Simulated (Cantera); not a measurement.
**Diamond growth**

A diamond (100) surface in a fixed gas of H2 with x(CH4) = 0.005, x(H) = 0.00068, at 900 K, 64.5 Torr; coverages are run to steady state.

Cantera simulation using the Harris–Goodwin 1993 mechanism for the reconstructed diamond (100) surface; the numbers are that mechanism's predictions, not measurements.

| x(CH3) | growth (µm/h) | θ c6HH | θ c6H* | θ c6*H | θ c6** | θ c6HM |
|---|---|---|---|---|---|---|
| 1e-06 | 0.0263 | 0.692 | 0.0104 | 0.292 | 0.00420 | 0.00121 |
| 2.8e-06 | 0.0735 | 0.690 | 0.0104 | 0.291 | 0.00418 | 0.00338 |
| 8.1e-06 | 0.211 | 0.685 | 0.0103 | 0.288 | 0.00414 | 0.00970 |
| 2.3e-05 | 0.584 | 0.670 | 0.0101 | 0.282 | 0.00403 | 0.0269 |
| 6.5e-05 | 1.55 | 0.632 | 0.00950 | 0.266 | 0.00374 | 0.0713 |
| 0.00018 | 3.67 | 0.549 | 0.00821 | 0.230 | 0.00311 | 0.169 |
| 0.00053 | 7.52 | 0.397 | 0.00588 | 0.165 | 0.00200 | 0.347 |
| 0.0015 | 11.6 | 0.235 | 0.00340 | 0.0951 | 0.000897 | 0.535 |
| 0.0042 | 14.5 | 0.121 | 0.00164 | 0.0460 | 0.000268 | 0.669 |
θ: site fractions in the mechanism's names (c6HH fully hydrogenated, c6H* and c6*H radical sites, c6** diradical, c6HM methylated).
